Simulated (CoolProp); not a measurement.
Properties of dimethyl carbonate along the isobar 1420 kPa.

Model: reference Helmholtz-energy equation of state, Zhou 2011, in CoolProp.

| T (°C) | phase | density (kg/m³) | cp (kJ/(kg K)) | cv (kJ/(kg K)) | Joule-Thomson coefficient (K/MPa) | isothermal compressibility (1/MPa) |
|---|---|---|---|---|---|---|
| 249.35 | gas | 34.08 | 1.833 | 1.658 | 9.697 | 0.8302 |
| 254.55 | gas | 33.55 | 1.837 | 1.667 | 9.337 | 0.8238 |
| 259.65 | gas | 33.05 | 1.841 | 1.675 | 9.008 | 0.8181 |
| 264.85 | gas | 32.56 | 1.846 | 1.683 | 8.693 | 0.8126 |
| 270.05 | gas | 32.09 | 1.852 | 1.692 | 8.398 | 0.8076 |
| 275.15 | gas | 31.65 | 1.857 | 1.700 | 8.126 | 0.8029 |
| 280.35 | gas | 31.21 | 1.862 | 1.708 | 7.865 | 0.7986 |
| 285.55 | gas | 30.79 | 1.868 | 1.717 | 7.619 | 0.7945 |
| 290.65 | gas | 30.40 | 1.874 | 1.725 | 7.391 | 0.7907 |
| 295.85 | gas | 30.01 | 1.880 | 1.733 | 7.170 | 0.7871 |
| 301.05 | gas | 29.63 | 1.886 | 1.741 | 6.962 | 0.7837 |
| 306.15 | gas | 29.27 | 1.892 | 1.749 | 6.767 | 0.7806 |
| 311.35 | gas | 28.91 | 1.898 | 1.757 | 6.579 | 0.7776 |
| 316.55 | gas | 28.57 | 1.904 | 1.765 | 6.400 | 0.7747 |
| 321.65 | gas | 28.24 | 1.911 | 1.773 | 6.233 | 0.7721 |
| 326.85 | gas | 27.91 | 1.917 | 1.781 | 6.071 | 0.7695 |
